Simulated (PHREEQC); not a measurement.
A PHREEQC speciation (ion-association model, wateq4f.dat) at 25 °C gives pH 0.80 and these molalities:

```csv
species,mol/kgw
H+,0.199
HSO4-,0.158
SO4-2,0.0272
Fe+2,0.00513
FeHSO4+,0.00291
FeSO4,0.00196
Mn+2,5.93e-5
MnSO4,2.27e-5
```

What are the element totals, and what could have been dissolved in 1 kg of water to give them?

One answer among several that fit: totals Fe(2) 0.0100, Mn(2) 8.20e-5, S(6) 0.190 mol/kgw, from 180 mmol/kgw H2SO4, 10 mmol/kgw FeSO4 and 0.082 mmol/kgw MnSO4.

No solid was allowed to form. Species that the database lacks are ignored.
